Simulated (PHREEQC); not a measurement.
Solution (25 °C): 0.021 mol HF and 0.0089 mol KF per kg of water. Closed to the air; pH follows from the charge balance.

All values are PHREEQC results (ion-association model, phreeqc.dat), not measurements.

No solid was allowed to form.

**Question.** Estimate the pH, ionic strength.

**Answer.** pH 2.85; ionic strength 0.0105 mol/kgw.

**Question.** In which forms is F present?

**Answer.** HF 63 %, F- 33 %, HF2- 4.7 % of the F.

Species that the database lacks are ignored.
